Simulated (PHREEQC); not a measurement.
Make-up at 25 °C: 0.25 mol H2SO4, 0.0016 mol Al2(SO4)3 and 3.7e-05 mol Na2SO4 per kg of water. Closed to the air; pH follows from the charge balance.

All values are PHREEQC results (ion-association model, wateq4f.dat), not measurements.

This is a speciation only: nothing precipitates in the calculation.

Order these S species by the share of S that they hold, largest first: HSO4-, Al(SO4)2-, AlSO4+, SO4-2.

HSO4- (87 %), SO4-2 (12 %), AlSO4+ (0.81 %), Al(SO4)2- (0.37 %)

Order these Al species by the share of Al that they hold, largest first: Al+3, AlHSO4+2, AlSO4+, Al(SO4)2-.

AlSO4+ (64 %), Al+3 (18 %), Al(SO4)2- (15 %), AlHSO4+2 (3.0 %)

The pH is 0.66 and the ionic strength 0.314 mol/kgw. Complexes and solids missing from the database can't appear.
